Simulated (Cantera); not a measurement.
An isothermal, constant-pressure homogeneous reactor starts with H2 : O2 : N2 = 0.088 : 1 : 4.8 (molar parts), at 1450 K and 0.00227 atm. Integrator tolerance rtol = 1e-08.

Detailed kinetics in Cantera: GRI-Mech 3.0 (53 species, 325 reactions). Radical loss at walls, strong at low pressure, is not modelled.

### Question
What does this change do: temperature 1450 to 1250 K?

### Answer
```
quantity                                            before                                     after
----------------  ----------------------------------------  ----------------------------------------
x(H2) at 20.0 s   0.000144 (gas-phase equilibrium 7.39e-7)   6.41e-5 (gas-phase equilibrium 2.70e-8)
x(O2) at 20.0 s        0.161 (gas-phase equilibrium 0.163)       0.163 (gas-phase equilibrium 0.163)
x(N2O) at 20.0 s   2.43e-9 (gas-phase equilibrium 2.62e-9)  2.53e-9 (gas-phase equilibrium 8.51e-10)
x(H) at 20.0 s    0.000494 (gas-phase equilibrium 1.71e-7)  0.000197 (gas-phase equilibrium 1.67e-9)
x(HO2) at 20.0 s   3.70e-8 (gas-phase equilibrium 9.42e-9)   5.32e-8 (gas-phase equilibrium 1.61e-9)
x(H2O) at 20.0 s     0.0141 (gas-phase equilibrium 0.0150)     0.0146 (gas-phase equilibrium 0.0151)
```

### Question
What does this change do: pressure from 0.00227 atm to 0.00701 atm?

### Answer
```json
[
 {"quantity": "x(H2) at 20.0 s", "before": "0.000144 (gas-phase equilibrium 7.39e-7)", "after": "6.37e-6 (gas-phase equilibrium 4.21e-7)"},
 {"quantity": "x(O2) at 20.0 s", "before": "0.161 (gas-phase equilibrium 0.163)", "after": "0.163 (gas-phase equilibrium 0.163)"},
 {"quantity": "x(N2O) at 20.0 s", "before": "2.43e-9 (gas-phase equilibrium 2.62e-9)", "after": "1.29e-8 (gas-phase equilibrium 4.60e-9)"},
 {"quantity": "x(H) at 20.0 s", "before": "0.000494 (gas-phase equilibrium 1.71e-7)", "after": "4.34e-6 (gas-phase equilibrium 7.33e-8)"},
 {"quantity": "x(HO2) at 20.0 s", "before": "3.70e-8 (gas-phase equilibrium 9.42e-9)", "after": "1.81e-8 (gas-phase equilibrium 1.25e-8)"},
 {"quantity": "x(H2O) at 20.0 s", "before": "0.0141 (gas-phase equilibrium 0.0150)", "after": "0.0149 (gas-phase equilibrium 0.0150)"}
]
```
